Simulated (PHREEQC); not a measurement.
## Phosphoric acid bath (model solution)

Make-up at 25 °C: 0.049 mol KH2PO4, 0.18 mol HF and 0.0024 mol ZnSO4 per kg of water. Closed to the air; pH follows from the charge balance.

The numbers come from PHREEQC with the ion-association model, wateq4f.dat.

Each row changes one thing in this solution. Precipitation was switched off in this run.

| case | pH | ionic strength (mol/kgw) | HF (mol/kgw) | H2PO4- (mol/kgw) | H2F2 (mol/kgw) | H3PO4 (mol/kgw) | SI of Goslarite (ZnSO4:7H2O) | SI of ZnF2 (ZnF2) |
|---|---|---|---|---|---|---|---|---|
| as made | 2.31 | 0.0624 | 0.0983 | 0.0311 | 0.0255 | 0.0179 | -4.25 | -5.24 |
| HF from 0.18 to 0.036 mol/kgw | 2.74 | ? | 0.0216 | 0.0403 | 0.00124 | 0.00872 | -4.17 | -5.68 |
| diluted 2-fold with water | 2.38 | 0.0333 | 0.0571 | 0.0161 | 0.00855 | 0.00839 | -4.65 | -5.81 |
| diluted 5-fold with water | ? | 0.0151 | 0.0255 | 0.00689 | 0.00169 | 0.00291 | -5.24 | ? |
| ZnSO4 from 0.0024 to 0.00048 mol/kgw | 2.31 | 0.0563 | 0.0985 | 0.0311 | 0.0256 | 0.0179 | -5.58 | -5.90 |
| HF from 0.18 to 0.27 mol/kgw | 2.21 | ? | 0.135 | ? | 0.0483 | 0.0207 | -4.27 | -5.18 |

### Question
Fill in the missing entries.

### Answer

- HF from 0.18 to 0.036 mol/kgw, ionic strength (mol/kgw): 0.0591
- diluted 5-fold with water, pH: 2.49
- diluted 5-fold with water, SI of ZnF2 (ZnF2): -6.59
- HF from 0.18 to 0.27 mol/kgw, ionic strength (mol/kgw): 0.0640
- HF from 0.18 to 0.27 mol/kgw, H2PO4- (mol/kgw): 0.0283

Species that the database lacks are ignored. wateq4f.dat counts part of the HF as a dimer, H2F2, which phreeqc.dat doesn't know; its constant is uncertain. H3PO4, which wateq4f.dat lacks, is added to it with the constant of phreeqc.dat. The database has no phosphate complexes of Zn.
